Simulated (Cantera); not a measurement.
An isothermal, constant-pressure homogeneous reactor starts with 91.5 % N2O, 0.577 % H2, 7.87 % N2, at 1198 K and 1.00 bar.

Computed with Cantera and GRI-Mech 3.0 (53 species, 325 reactions). GRI-Mech 3.0 was tuned for natural gas; its chemistry of N2O as a main component is partial and can be far from experiment. The mechanism lacks the step 2 NO + O2 → 2 NO2, which can matter for NO2 below about 1400 K. The temperature is held fixed by assumption; the heat of reaction is taken as removed at once.

### Question
Predict: x(N2O) at 40.0 s; x(N2) at 40.0 s; x(NO) at 40.0 s; x(HO2) at 40.0 s.

### Answer
| Quantity | Result |
|---|---|
| x(N2O) at 40.0 s | 2.66e-6 (gas-phase equilibrium 1.44e-8) |
| x(N2) at 40.0 s | 0.662 (gas-phase equilibrium 0.683) |
| x(NO) at 40.0 s | 0.0428 (gas-phase equilibrium 0.000220) |
| x(HO2) at 40.0 s | 3.33e-9 (gas-phase equilibrium 3.52e-9) |
